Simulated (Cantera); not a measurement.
Feed: 1 mol TEOS, 0.75 mol N₂O, 2.5 mol H₂, 0.0063 mol CH₄, equilibrated at 2.40 Torr.

Cantera equilibrium calculation (NASA polynomials, part measured and part estimated; ideal gas, pure solids and liquids). Candidate condensed phases: C, C₆H₆, C₇H₈, C₈H₁₈, H₂O, Si, SiC, SiO₂, Si₂N₂O, Si₃N₄; 151 gas species. The feed counts by its element totals alone. Rates play no part.

**Question.** At 973 K, list the 4 most abundant gas species with their mole fractions, and the condensed phases.

**Answer.** H₂ 0.781, CO 0.171, N₂ 0.0469, H₂O 0.000266. Condensed: C(graphite) + SiO₂(β-quartz).
